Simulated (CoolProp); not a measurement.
A simple Rankine cycle with water: condensing at 290.15 K, boiler at 3.2 MPa, turbine inlet 525.5 K, turbine efficiency 0.8, pump efficiency 0.6, no recuperator. Each further row changes one setting.

Computed with CoolProp (reference Helmholtz-energy equation of state, Wagner 2002).

```tsv
case	thermal efficiency (%)	net work (kJ/kg)	heat in (kJ/kg)	turbine exit temperature (K)	volume ratio over the turbine
as stated	29.8	827	2780	290.1	829
turbine inlet 545.5 K	29.9	849	2840	290.1	794
condensing temperature 282.15 K	30.8	866	2810	282.2	1350
boiler pressure 2.24 MPa	28.7	810	2820	290.1	570
turbine efficiency 0.7	26.0	723	2780	290.1	873
```

The expansion ends wet for: as stated; turbine inlet 545.5 K; condensing temperature 282.15 K; boiler pressure 2.24 MPa; turbine efficiency 0.7.
